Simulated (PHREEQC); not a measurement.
Solution (25 °C): 0.0014 mol/kgw (NH4)2HPO4, 4.2e-07 mol/kgw H4SiO4 and 0.067 mol/kgw K2CO3. Closed to the air; pH follows from the charge balance.

Computed with PHREEQC (ion-association model, wateq4f.dat).

This is a speciation only: nothing precipitates in the calculation.

Q: Order these Si species by the share of Si that they hold, largest first: H3SiO4-, H4SiO4, H2SiO4-2.

A: H3SiO4- (95 %), H4SiO4 (3.7 %), H2SiO4-2 (1.8 %)

The pH is 11.07 and the ionic strength 0.198 mol/kgw. Complexes and solids missing from the database can't appear. H3PO4, which wateq4f.dat lacks, is added to it with the constant of phreeqc.dat.
